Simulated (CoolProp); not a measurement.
Isobutane along the isotherm 27.55 °C: density (kg/m³) from the reference equation and from simpler models built on Tc = 134.7 °C, pc = 3.629 MPa, ω = 0.184; each cubic takes its own stable root.

Computed with CoolProp (reference Helmholtz-energy equation of state, Bücker 2006).

| p (MPa) | phase | reference |
|---|---|---|
| 0.111 | gas | 2.656 |
| 0.162 | gas | 3.930 |
| 0.238 | gas | 5.904 |
| 0.35 | gas | 8.998 |
| 0.514 | liquid | 547.7 |
| 0.754 | liquid | 548.3 |
| 1.11 | liquid | 549.0 |
| 1.62 | liquid | 550.1 |
| 2.38 | liquid | 551.7 |
| 3.5 | liquid | 554.0 |
| 5.14 | liquid | 557.1 |
| 7.54 | liquid | 561.5 |
| 11.1 | liquid | 567.4 |
| 16.2 | liquid | 575.0 |
| 23.8 | liquid | 585.0 |
| 35 | liquid | 597.5 |

Question: How far does each simpler model (van der Waals, Redlich-Kwong, Soave-Redlich-Kwong) lie from the reference over these 16 states: mean and median of the absolute difference, and the worst?

Answer: 
- van der Waals: mean 34.2 %, median 33.8 %, worst -97.6 % at 27.55 °C and 0.514 MPa
- Redlich-Kwong: mean 6.1 %, median 7.2 %, worst -9.9 % at 27.55 °C and 0.514 MPa
- Soave-Redlich-Kwong: mean 4.5 %, median 5.4 %, worst -7.1 % at 27.55 °C and 0.514 MPa

At some of these states van der Waals gives the other phase, because its saturation line lies elsewhere.
